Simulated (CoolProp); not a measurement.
A simple Rankine cycle with R141b: condensing at 306.15 K, boiler at 2.89 MPa, turbine inlet 457.3 K, turbine efficiency 0.8, pump efficiency 0.7, no recuperator. Each further row changes one setting.

Model: reference Helmholtz-energy equation of state, Lemmon 2006, in CoolProp. It is a short technical equation, of lower accuracy than the large ones.

| case | thermal efficiency (%) | net work (kJ/kg) | heat in (kJ/kg) | turbine exit temperature (K) | volume ratio over the turbine |
|---|---|---|---|---|---|
| as stated | 18.8 | 58.5 | 310 | 341.9 | 32.2 |
| turbine inlet 477.3 K | 19.2 | 64.8 | 338 | 367.2 | 29.4 |
| condensing temperature 298.15 K | 19.9 | 63.5 | 319 | 335.1 | 42.3 |
| boiler pressure 2.02 MPa | 17.8 | 58.6 | 330 | 364.7 | 19.3 |
| turbine efficiency 0.7 | 16.4 | 50.7 | 310 | 351.0 | 33.1 |
